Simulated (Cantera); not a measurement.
An adiabatic, constant-volume homogeneous reactor starts with H2 : O2 : N2 = 2.6 : 0.505 : 1.9 (molar parts), at 1198 K and 0.710 bar.

Model: GRI-Mech 3.0 (53 species, 325 reactions), integrated in Cantera.

Q: Predict: time of steepest temperature rise; temperature at 1.00 s; equilibrium temperature; x(H2) at 1.00 s; x(O2) at 1.00 s; x(NO) at 1.00 s; x(H) at 1.00 s; x(NO2) at 1.00 s; x(H2O) at 1.00 s.

A: time of steepest temperature rise: 76.1 µs
temperature at 1.00 s: 2729 K
equilibrium temperature: 2729 K
x(H2) at 1.00 s: 0.335 (gas-phase equilibrium 0.335)
x(O2) at 1.00 s: 7.58e-5 (gas-phase equilibrium 7.58e-5)
x(NO) at 1.00 s: 0.000459 (gas-phase equilibrium 0.000459)
x(H) at 1.00 s: 0.0304 (gas-phase equilibrium 0.0304)
x(NO2) at 1.00 s: 7.58e-9 (gas-phase equilibrium 7.58e-9)
x(H2O) at 1.00 s: 0.214 (gas-phase equilibrium 0.214)
